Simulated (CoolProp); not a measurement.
Saturated liquid density (kg/m³) of hydrogen sulfide: the reference equation beside estimates from Tc = 100.0 °C, pc = 8.999 MPa, ω = 0.101.

The numbers come from the reference Helmholtz-energy equation of state, Lemmon 2006 in CoolProp. It is a short technical equation, of lower accuracy than the large ones.

| T (°C) | reference | van der Waals | Redlich-Kwong | Soave-Redlich-Kwong | Peng-Robinson |
|---|---|---|---|---|---|
| -47.05 | 925.6 | 606.9 | 892.8 | 896.6 | 1013 |
| -44.45 | 920.8 | 604.0 | 887.7 | 891.9 | 1008 |
| -41.75 | 915.9 | 600.9 | 882.3 | 886.8 | 1002 |
| -39.15 | 911.1 | 597.9 | 877.1 | 881.9 | 996.7 |
| -36.45 | 906.0 | 594.7 | 871.6 | 876.8 | 991.1 |
| -33.85 | 901.2 | 591.7 | 866.3 | 871.7 | 985.6 |
| -31.15 | 896.0 | 588.4 | 860.6 | 866.4 | 979.7 |
| -28.55 | 891.1 | 585.3 | 855.1 | 861.2 | 974.0 |
| -25.85 | 885.9 | 582.0 | 849.3 | 855.7 | 968.0 |
| -23.25 | 880.8 | 578.7 | 843.7 | 850.3 | 962.1 |
| -20.55 | 875.5 | 575.4 | 837.7 | 844.6 | 955.9 |
| -17.95 | 870.3 | 572.1 | 831.8 | 839.0 | 949.7 |
| -15.25 | 864.9 | 568.6 | 825.7 | 833.2 | 943.3 |
| -12.65 | 859.6 | 565.2 | 819.7 | 827.4 | 936.9 |

Absolute difference from the reference over all 14 rows, mean and median: van der Waals 34.3 and 34.3 %, Redlich-Kwong 4.0 and 4.0 %, Soave-Redlich-Kwong 3.4 and 3.3 %, Peng-Robinson 9.3 and 9.3 %.
